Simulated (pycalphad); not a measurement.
Source of the numbers: pycalphad with the COST 507 light-alloy database (1999); pressure 1 atm. No gas phase is included, though pure Ti would boil below 3700 K. These are 1990s assessments: newer ones move some temperatures and phases. Kinetics are ignored, which matters at the lower temperatures.

Molar enthalpy of Ti-52.79B (wt.%) in equilibrium (SER reference):

```csv
T (K),H (kJ/mol),phases
3700,102.48,liquid
3550,97.40,liquid
3400,92.31,liquid
3250,87.23,liquid
3175,84.69,liquid
3100,82.14,liquid
2950,64.91,liquid + B2M
2800,52.12,liquid + B2M
2650,41.79,liquid + B2M
2500,33.23,liquid + B2M
2350,26.41,liquid + B2M
2275,-2.62,B2M + β-boron
2200,-4.90,B2M + β-boron
2050,-9.43,B2M + β-boron
1900,-13.89,B2M + β-boron
1750,-18.27,B2M + β-boron
1600,-22.56,B2M + β-boron
1450,-26.77,B2M + β-boron
1300,-30.87,B2M + β-boron
1150,-34.86,B2M + β-boron
1000,-38.71,B2M + β-boron
850,-42.41,B2M + β-boron
700,-45.90,B2M + β-boron
550,-49.13,B2M + β-boron
```

Cooling from 3100 K to 2275 K, across the freezing range, releases 84.8 kJ/mol, or 4980 J/g. The slope is 34 J/(mol K) in the liquid and 30 J/(mol K) just below the solidus, where it includes any heat of precipitation. Liquidus 3098 K, solidus 2332 K. Changes were sought between steps of 75 K, so a narrower field can be missed.

Database names, with the compositions (at.%) that they take in these runs: B2M: B 67 Ti 33.
